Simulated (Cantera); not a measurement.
Ignition delay

Mixture: CH₃OH : O₂ : N₂ : CO₂ = 1 : 2.24 : 8.42 : 1.9 (molar parts), equivalence ratio 0.67, at 390000 Pa, adiabatic and at constant pressure. Ignition delay is the time to a rise of 400 K.

Computed with Cantera and GRI-Mech 3.0 (53 species, 325 reactions). GRI-Mech 3.0 was tuned for natural gas; its chemistry of methanol as a main component is partial and can be far from experiment. Where the delays flatten at high temperature, the 400 K rule measures the pace of heat release, not the induction time.

| T0 (K) | delay (ms) |
|---|---|
| 1250 | 1.53 |
| 1350 | 0.394 |
| 1450 | 0.131 |
| 1550 | 0.0533 |
| 1650 | 0.0256 |
| 1750 | 0.0143 |
| 1850 | 0.00925 |
| 1950 | 0.00712 |
| 2050 | 0.00650 |
